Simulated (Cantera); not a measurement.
**Gas-phase reforming**

A perfectly stirred reactor is fed with 19.6 % CH4, 80.4 % CO2, at 6.70 bar; it is held at 1325 K, and followed from long to short residence time.

Detailed kinetics in Cantera: GRI-Mech 3.0 (53 species, 325 reactions).

```
τ (s)    x CH4  x CO2    x CH3       x H  x H2O2     x C2H
-------  -----  -----  -------  --------  ------  --------
11       0.115  0.667  4.71e-6   3.48e-8  <1e-12  3.12e-11
3.6      0.158  0.749  5.59e-6   2.40e-8  <1e-12  1.42e-11
1.1      0.182  0.789  6.19e-6   1.52e-8  <1e-12  4.77e-12
0.36     0.191  0.801  6.47e-6   7.01e-9  <1e-12  1.21e-12
0.11     0.195  0.803  6.11e-6   2.27e-9  <1e-12    <1e-12
0.036    0.196  0.804  5.13e-6  8.53e-10  <1e-12    <1e-12
0.011    0.196  0.804  4.14e-6  4.90e-10  <1e-12    <1e-12
0.0036   0.196  0.804  3.59e-6  4.08e-10  <1e-12    <1e-12
0.0011   0.196  0.804  3.08e-6  3.81e-10  <1e-12    <1e-12
0.00036  0.196  0.804  2.27e-6  3.67e-10  <1e-12    <1e-12
```
x: mole fraction; the columns are a selection and need not sum to one.
